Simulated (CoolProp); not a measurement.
Vapour-liquid equilibrium of carbon dioxide (1) + R134a (2) at -37.05 °C; x and y are mole fractions of (1).

The numbers come from the multi-fluid Helmholtz-energy mixture model, Span 1996 and Tillner-Roth 1994; pair parameters Bell 2016 in CoolProp.

Give the bubble pressure and the first vapour's composition at x = 0.05, 0.575, 0.875. Is there an azeotrope?

x = 0.05: 1.019 bar, y = 0.435; x = 0.575: 6.621 bar, y = 0.954; x = 0.875: 9.752 bar, y = 0.988. No azeotrope shows between x = 0.05 and 0.95.

The pair parameters rest on a limited set of measurements; away from them the model extrapolates.
